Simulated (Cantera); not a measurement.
Charge: 1 mol Pb, 0.37 mol H₂, equilibrated at 1500 K and 42.0 mbar.

These are equilibrium values from Cantera (NASA tables, ideal gas, pure condensed phases), not measurements of a reactor. Candidate condensed phases: Pb; 4 gas species. Rates play no part.

Base state: Pb 0.585, H₂ 0.415, Pb₂ 0.000245, H 5.53e-5 (mole fractions); condensed: Pb(l).

### Question
What changes in the equilibrium state with this change: pressure from 42.0 mbar to 64.0 Pa?

### Answer
```json
[
 {"species": "Pb", "before": "0.585", "after": "0.730"},
 {"species": "H₂", "before": "0.415", "after": "0.270"},
 {"species": "H", "before": "5.53e-5", "after": "0.000361"},
 {"species": "Pb₂", "before": "0.000245", "after": "5.82e-6"},
 {"species": "Pb(l), mol", "before": "0.478", "after": "0"}
]
```

### Question
What changes in the equilibrium state with this change: 0.017 mol CO₂ added?

### Answer
```json
[
 {"species": "Pb", "before": "0.585", "after": "0.585"},
 {"species": "H₂", "before": "0.415", "after": "0.379"},
 {"species": "CO", "before": "0", "after": "0.0179"},
 {"species": "H₂O", "before": "0", "after": "0.0179"},
 {"species": "CO₂", "before": "0", "after": "0.000327"},
 {"species": "PbO", "before": "0", "after": "1.06e-5"},
 {"species": "H", "before": "5.53e-5", "after": "5.29e-5"},
 {"species": "Pb(l), mol", "before": "0.478", "after": "0.454"}
]
```
Further candidate phases: C, C₆H₆, C₇H₈, C₈H₁₈, H₂O, PbO, PbO₂, Pb₃O₄.

### Question
What changes in the equilibrium state with this change: temperature from 1500 K to 950 K?

### Answer
```json
[
 {"species": "H₂", "before": "0.415", "after": "1.000"},
 {"species": "Pb", "before": "0.585", "after": "0.000120"},
 {"species": "H", "before": "5.53e-5", "after": "2.71e-9"},
 {"species": "Pb₂", "before": "0.000245", "after": "<1e-9"},
 {"species": "Pb(l), mol", "before": "0.478", "after": "1.000"}
]
```
